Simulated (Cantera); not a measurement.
# Low-pressure radical oxidation in H2/O2

An isothermal, constant-pressure homogeneous reactor starts with H₂ : O₂ : N₂ = 0.97 : 1 : 0.25 (molar parts), at 1300 K and 0.00240 bar.

Computed with Cantera and the H2/O2 subset of GRI-Mech 3.0, which has no nitrogen chemistry. Radical loss at walls, strong at low pressure, is not modelled. The temperature is held fixed by assumption; the heat of reaction is taken as removed at once.

```csv
t (s),x H₂,x O₂,x H₂O,x H₂O₂,x H
0.000400,0.437,0.450,6.82e-8,2.11e-10,1.17e-7
0.00100,0.437,0.450,1.39e-6,1.31e-9,1.27e-6
0.00252,0.436,0.450,0.000370,7.80e-9,0.000298
0.00633,0.0454,0.262,0.282,6.07e-8,0.202
0.0159,0.0427,0.261,0.289,6.03e-8,0.198
0.0399,0.0422,0.263,0.301,6.39e-8,0.187
0.100,0.0404,0.267,0.329,7.32e-8,0.162
0.252,0.0341,0.275,0.394,9.60e-8,0.106
0.632,0.0175,0.287,0.494,1.29e-7,0.0320
1.59,0.00322,0.294,0.549,9.17e-8,0.00229
3.98,0.000368,0.296,0.557,3.19e-8,8.71e-5
10.0,6.03e-5,0.297,0.559,1.04e-8,5.79e-6
```
x: mole fraction; the columns are a selection and need not sum to one.

Equilibrium at this temperature and pressure: H₂ 1.83e-6, O₂ 0.297, H₂O 0.559, H₂O₂ 8.18e-10, H 3.08e-8 (gas phase only).
